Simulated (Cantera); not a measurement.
Charge: 1 mol SiHCl3, 40 mol N2, at 975 K and 0.100 bar.

Cantera equilibrium calculation (NASA polynomials, part measured and part estimated; ideal gas, pure solids and liquids). Candidate condensed phases: NH4Cl, Si, Si3N4; 28 gas species. N2 is the only nitrogen source here; it is nearly inert below about 1500 K, so the nitride shown seldom forms there in practice. Rates play no part.

Base state: N2 0.964, HCl 0.0212, SiCl4 0.0129, H2 0.00157 (mole fractions); condensed: Si3N4(s).

**Question.** What changes in the equilibrium state with this change: N2 from 40 to 0.86 mol?

**Answer.** 
| species | before | after |
|---|---|---|
| HCl | 0.0212 | 0.303 |
| SiCl4 | 0.0129 | 0.300 |
| N2 | 0.964 | 0.297 |
| H2 | 0.00157 | 0.0989 |
| SiHCl3 | 5.47e-6 | 0.000559 |
| SiCl3 | 5.47e-6 | 7.04e-5 |
| Si3N4(s), mol | 0.156 | 0.134 |
The tables' values for SiCl3 are old estimates; treat these amounts as uncertain.
